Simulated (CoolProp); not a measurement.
Vapour-liquid equilibrium of methanol (1) + acetone (2) at 13.4 bar; x and y are mole fractions of (1).

The numbers come from the multi-fluid Helmholtz-energy mixture model, de Reuck 1993 and Lemmon 2006; pair parameters Bell 2016 in CoolProp.

```csv
x,bubble temperature (°C),y at the bubble point,dew temperature at overall composition x (°C),liquid density (mol/L)
0.05,156.6,0.071,?,10.71
0.15,153.8,0.197,154.8,11.34
0.25,151.6,0.307,?,12.02
0.35,150.0,?,?,12.77
0.45,?,0.496,149.3,13.59
0.55,147.9,?,148.2,14.51
0.65,147.4,0.665,147.5,15.53
0.75,147.2,0.750,147.2,16.68
0.85,147.4,0.841,147.4,?
0.95,147.9,0.943,?,19.44
```

**Question.** Fill in the missing entries.

**Answer.** 
- 0.05, dew temperature at overall composition x (°C): 157.1
- 0.25, dew temperature at overall composition x (°C): 152.7
- 0.35, y at the bubble point: 0.405
- 0.35, dew temperature at overall composition x (°C): 150.9
- 0.45, bubble temperature (°C): 148.7
- 0.55, y at the bubble point: 0.581
- 0.85, liquid density (mol/L): 17.97
- 0.95, dew temperature at overall composition x (°C): 148.0

y crosses x between x = 0.75 and 0.85: the model has an azeotrope there.

The pair parameters rest on a limited set of measurements; away from them the model extrapolates.
